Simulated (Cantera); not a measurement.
**Low-pressure radical oxidation in H2/O2**

A perfectly stirred reactor is fed with 4.85 % H₂, 95.1 % O₂, at 0.0365 atm; it is held at 1000 K, and followed from long to short residence time.

Model: the H2/O2 subset of GRI-Mech 3.0, which has no nitrogen chemistry, integrated in Cantera. Radical loss at walls, strong at low pressure, is not modelled. The temperature is held fixed by assumption; the heat of reaction is taken as removed at once.

| τ (s) | x H₂ | x O₂ | x H₂O | x HO₂ | x OH |
|---|---|---|---|---|---|
| 1.6 | 0.000274 | 0.950 | 0.0494 | 3.58e-6 | 0.000161 |
| 0.52 | 0.000520 | 0.950 | 0.0490 | 5.56e-6 | 0.000248 |
| 0.17 | 0.000963 | 0.949 | 0.0485 | 8.22e-6 | 0.000390 |
| 0.057 | 0.00174 | 0.948 | 0.0474 | 1.14e-5 | 0.000617 |
| 0.019 | 0.00316 | 0.946 | 0.0454 | 1.48e-5 | 0.000979 |
| 0.0063 | 0.00576 | 0.943 | 0.0417 | 1.77e-5 | 0.00152 |
| 0.0021 | 0.0106 | 0.940 | 0.0350 | 1.91e-5 | 0.00216 |
x: mole fraction; the columns are a selection and need not sum to one.
